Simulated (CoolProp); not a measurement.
Ammonia along the isotherm 339.6 K: density (kg/m³) from the reference equation and from simpler models built on Tc = 405.6 K, pc = 11.36 MPa, ω = 0.256; each cubic takes its own stable root.

The numbers come from the reference Helmholtz-energy equation of state, Gao 2020 in CoolProp.

```tsv
p (MPa)	phase	reference	Redlich-Kwong	Soave-Redlich-Kwong
0.0898	gas	0.5447	0.5441	0.5442
0.132	gas	0.8028	0.8014	0.8018
0.194	gas	1.185	1.182	1.182
0.284	gas	1.744	1.738	1.739
0.417	gas	2.584	2.569	2.573
0.612	gas	3.843	…	3.818
0.898	gas	5.755	5.678	5.697
1.32	gas	…	8.552	8.597
1.94	gas	13.55	13.07	13.18
2.84	gas	21.86	20.41	20.74
4.17	liquid	…	393.5	415.1
6.12	liquid	538.8	…	419.0
8.98	liquid	543.6	405.5	…
13.2	liquid	550.1	414.3	431.1
19.4	liquid	558.5	425.2	440.0
28.4	liquid	569.2	438.2	451.0
```

Problem. Complete the blanks.

Solution. 
- 0.612, Redlich-Kwong: 3.810
- 1.32, reference: 8.738
- 4.17, reference: 535.3
- 6.12, Redlich-Kwong: 398.7
- 8.98, Soave-Redlich-Kwong: 424.2
